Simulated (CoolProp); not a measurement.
Saturated liquid density (kg/m³) of R236EA: the reference equation beside estimates from Tc = 412.4 K, pc = 3.414 MPa, ω = 0.368. Rackett uses Z = 0.29056 − 0.08775 ω.

Values from CoolProp's reference Helmholtz-energy equation of state, Rui 2013.

```tsv
T (K)	reference	Rackett	Soave-Redlich-Kwong
268.2	1517	1598	1386
280.6	1481	1557	1352
293.1	1442	1515	1314
305.6	1402	1471	1273
318.1	1360	1425	1228
330.6	1315	1375	1178
343	1267	1322	1124
355.5	1213	1264	1061
368	1153	1200	990.0
380.5	1082	1125	906.2
393	992.9	1032	802.7
```

Absolute difference from the reference over all 11 rows, mean and median: Rackett 4.6 and 4.6 %, Soave-Redlich-Kwong 11.7 and 10.4 %.
